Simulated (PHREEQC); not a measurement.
Consider water at 25 °C with 3.3 mmol/kgw K2HPO4. Closed to the air; pH follows from the charge balance.

Computed with PHREEQC (ion-association model, wateq4f.dat).

```
quantity                   before    after
------------------------  -------  -------
pH                           9.23    11.48
ionic strength (mol/kgw)  0.00983  0.00668
```

### Question
What was changed between the two runs?
A) K2HPO4 replaced by K2SiO3 at the same molality
B) K2HPO4 from 0.0033 to 0.033 mol/kgw
C) temperature from 25 to 50 °C

### Answer
A, K2HPO4 replaced by K2SiO3 at the same molality

Precipitation was switched off in this run. H3PO4, which wateq4f.dat lacks, is added to it with the constant of phreeqc.dat.
